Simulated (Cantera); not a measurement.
An isothermal, constant-pressure homogeneous reactor starts with 0.612 % H₂, 1.53 % O₂, 97.9 % N₂, equivalence ratio 0.20, at 1048 K and 1.00 bar.

Cantera simulation using GRI-Mech 3.0 (53 species, 325 reactions); the numbers are that mechanism's predictions, not measurements.

x: mole fraction; the columns are a selection and need not sum to one.

| t (s) | x H₂ | x O₂ | x NO | x HO₂ | x H | x H₂O |
|---|---|---|---|---|---|---|
| 7.00e-5 | 0.00612 | 0.0153 | <1e-12 | 2.13e-11 | 1.41e-11 | 6.07e-12 |
| 0.000228 | 0.00612 | 0.0153 | <1e-12 | 1.18e-10 | 7.67e-11 | 1.19e-10 |
| 0.000740 | 0.00612 | 0.0153 | <1e-12 | 4.74e-9 | 3.55e-9 | 9.60e-9 |
| 0.00240 | [?] | 0.0143 | 5.32e-9 | 7.43e-6 | 0.000317 | 0.00169 |
| 0.00782 | [?] | 0.0123 | 3.90e-8 | 2.57e-6 | 1.77e-6 | 0.00597 |
| 0.0254 | [?] | 0.0123 | 3.60e-8 | 1.02e-6 | 1.26e-7 | 0.00609 |
| 0.0826 | [?] | 0.0123 | 3.19e-8 | 3.10e-7 | 1.16e-8 | 0.00612 |
| 0.269 | [?] | 0.0123 | 3.08e-8 | 4.18e-8 | 6.29e-10 | 0.00613 |
| 0.873 | [?] | 0.0123 | 3.54e-8 | 2.14e-9 | 1.47e-11 | 0.00613 |
| 2.84 | 3.09e-10 | 0.0123 | 3.89e-8 | 2.59e-10 | <1e-12 | 0.00613 |
| 9.23 | 5.34e-11 | 0.0123 | 3.99e-8 | 9.48e-11 | <1e-12 | 0.00613 |
| 30.0 | 2.97e-11 | 0.0123 | 4.00e-8 | 6.62e-11 | <1e-12 | 0.00613 |

### Question
Some entries are withheld; supply them.

### Answer

- 0.00240, x H₂: 0.00422
- 0.00782, x H₂: 0.000159
- 0.0254, x H₂: 4.30e-5
- 0.0826, x H₂: 9.59e-6
- 0.269, x H₂: 1.03e-6
- 0.873, x H₂: 3.15e-8
